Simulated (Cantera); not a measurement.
Mixture: 40.3 % H₂, 11.1 % O₂, 48.7 % N₂, equivalence ratio 1.8, at 1.28 atm, adiabatic and at constant pressure. Ignition delay is the time to a rise of 400 K.

Model: the H2/O2 subset of GRI-Mech 3.0, which has no nitrogen chemistry, integrated in Cantera. Where the delays flatten at high temperature, the 400 K rule measures the pace of heat release, not the induction time.

Task: Predict: delay at 973 K; delay at 1173 K; delay at 1373 K; delay at 1573 K; delay at 1773 K.

Result: 
```
Item              Result
---------------  -------
delay at 973 K   5.18 ms
delay at 1173 K  51.3 µs
delay at 1373 K  20.7 µs
delay at 1573 K  13.6 µs
delay at 1773 K  12.3 µs
```
